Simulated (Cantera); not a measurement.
A closed system holds: 1 mol Si, 13 mol HBr, 40 mol H2, equilibrated at 2.30 mbar.

These are equilibrium values from Cantera (NASA tables, ideal gas, pure condensed phases), not measurements of a reactor. Candidate condensed phases: Br2, Si; 19 gas species. The tables' values for SiBr3 are old estimates; treat these amounts as uncertain. Equilibrium is a limit: real reactors are often held back by kinetics, nucleation or transport. All values below are at 1225 K.

Base state: H2 0.777, HBr 0.204, SiBr2 0.0166, SiBr4 0.00155, SiBr3 0.000655, Br 0.000538, SiHBr3 0.000111 (mole fractions); condensed: gas only.

Question: What changes in the equilibrium state with this change: HBr from 13 to 1.3 mol?

Answer: 
| species | before | after |
|---|---|---|
| H2 | 0.777 | 0.970 |
| HBr | 0.204 | 0.0285 |
| SiBr2 | 0.0166 | 0.00144 |
| SiBr4 | 0.00155 | 2.11e-6 |
| SiBr3 | 0.000655 | 7.11e-6 |
| Si(s), mol | 0 | 0.940 |
